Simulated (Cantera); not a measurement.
A perfectly stirred reactor is fed with H2 : O2 : N2 = 1 : 0.877 : 3.3 (molar parts), equivalence ratio 0.57, at 1.01 bar; it is adiabatic with a 823 K inlet, and is followed from long to short residence time, starting on the burning branch (τ in s: 0.098, 0.044, 0.019, 0.0086, 0.0038, 0.0017, 0.00076, 0.00034, 0.00015, 6.6e-05).

Cantera simulation using the H2/O2 subset of GRI-Mech 3.0, which has no nitrogen chemistry; the numbers are that mechanism's predictions, not measurements.

**Question.** Predict: blow-out, bracketed by the residence times tried; x(H2) at τ = 98.0 ms; x(O2) at τ = 98.0 ms; x(H2O) at τ = 98.0 ms; x(HO2) at τ = 98.0 ms; x(H2O2) at τ = 98.0 ms; x(H2) at τ = 1.70 ms; x(O2) at τ = 1.70 ms; x(H2O) at τ = 1.70 ms; x(HO2) at τ = 1.70 ms; x(H2O2) at τ = 1.70 ms.

**Answer.** 
* **blow-out, bracketed by the residence times tried**: burning at 66.0 µs, the shortest tried
* **x(H2) at τ = 98.0 ms**: 0.000932
* **x(O2) at τ = 98.0 ms**: 0.0790
* **x(H2O) at τ = 98.0 ms**: 0.209
* **x(HO2) at τ = 98.0 ms**: 4.11e-6
* **x(H2O2) at τ = 98.0 ms**: 1.98e-7
* **x(H2) at τ = 1.70 ms**: 0.00435
* **x(O2) at τ = 1.70 ms**: 0.0779
* **x(H2O) at τ = 1.70 ms**: 0.201
* **x(HO2) at τ = 1.70 ms**: 7.50e-6
* **x(H2O2) at τ = 1.70 ms**: 2.72e-7
